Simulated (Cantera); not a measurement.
Input: 1 mol C3H6, 0.97 mol O2, 79 mol H2, equilibrated at 3.70 mbar.

Equilibrium computed with Cantera from the NASA thermochemical tables; the gas is ideal and each condensed phase is pure. Candidate condensed phases: C, C6H6, C7H8, C8H18, H2O; 110 gas species. The numbers say what is thermodynamically allowed, not how fast it happens. All values below are at 2400 K.

Base state: H2 0.748, H 0.226, CO 0.0205, C2H2 (acetylene) 0.00521, C2H 9.07e-5, C3 2.65e-5, C4H2 1.50e-5, C 1.07e-5 (mole fractions); condensed: C(graphite).

Problem. What changes in the equilibrium state with this change: O2 from 0.97 to 0.02 mol?

Solution. 
| species | before | after |
|---|---|---|
| H2 | 0.748 | 0.765 |
| H | 0.226 | 0.229 |
| C2H2 (acetylene) | 0.00521 | 0.00534 |
| CO | 0.0205 | 0.000432 |
| C4H2 | 1.50e-5 | 1.53e-5 |
| C2H | 9.07e-5 | 9.18e-5 |
| C(graphite), mol | 0.0400 | 1.94 |
